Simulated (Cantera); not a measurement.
What does this Cantera script print?

```python
import numpy as np
import cantera as ct

gas_names = """
    CL CL2 H HCL H2 Si SiCL SiCL2 SiCL3 SiCL4 SiH SiHCL3 SiH2 SiH2CL2 SiH3 SiH3CL SiH4 Si2 Si3
""".split()
cond_names = """
    Si(cr) Si(L)
""".split()


# ... load() reads the species with a 1 bar reference pressure and builds the phases ...
atoms = {
    'Si': {'Si': 1},
    'Cl2': {'CL': 2},
    'H2': {'H': 2},
}
top_T = {}  # K; cautious upper limits of use, not melting points


# ... equilibrate(T, P, feed) seeds the gas with the atoms and calls Mixture.equilibrate('TP', solver="vcs", rtol=1e-11, max_steps=5000) ...
results = []
feed = {'Si': 1, 'Cl2': 0.57, 'H2': 1.4}  # mol
T = 1023  # K
for P in [10000, 26000, 67000, 170000, 450000, 1200000, 3000000]:
    mix = equilibrate(T, P, feed)
    results.append((T, P, feed, dict(zip(mix.species_names, mix.species_moles))))

top = {s: max(r[3][s] / sum(r[3][g] for g in gas_names) for r in results) for s in gas_names}
cols = sorted((s for s in top if top[s] > 1e-06), key=lambda s: -top[s])[:6]
seen = [c for c in cond_names if any(r[3].get(c, 0) > 1e-12 for r in results)]
print("log10 of partial pressures in bar; condensed amounts in mol")
print(f"{'P/Pa':>10s}" + "".join(f"{s[:9]:>10s}" for s in cols + seen))
for T, P, feed, n in results:
    ng = sum(n[g] for g in gas_names)
    print(f"{P:10.4g}" + "".join(f"{np.log10(max(n[s] / ng * P / 1e5, 1e-99)):10.3f}" for s in cols)
          + "".join(f"{n.get(c, 0):10.4g}" for c in seen))
```

It prints:

```
log10 of partial pressures in bar; condensed amounts in mol
      P/Pa        H2     SiCL4    SiHCL3       HCL   SiH2CL2     SiCL3    Si(cr)
     1e+04    -1.096    -1.877    -2.444    -2.602    -3.967    -3.530    0.7071
   2.6e+04    -0.681    -1.475    -1.935    -2.294    -3.350    -3.228    0.7014
   6.7e+04    -0.270    -1.084    -1.436    -1.990    -2.743    -2.935    0.6951
   1.7e+05     0.134    -0.705    -0.950    -1.694    -2.151    -2.651    0.6882
   4.5e+05     0.555    -0.318    -0.449    -1.387    -1.536    -2.360    0.6801
   1.2e+06     0.978     0.063     0.048    -1.080    -0.922    -2.075    0.6707
     3e+06     1.373     0.409     0.505    -0.796    -0.354    -1.815    0.6607
```

Cantera equilibrium calculation (NASA polynomials, part measured and part estimated; ideal gas, pure solids and liquids). The tables' values for SiCl3 are old estimates; treat these amounts as uncertain.
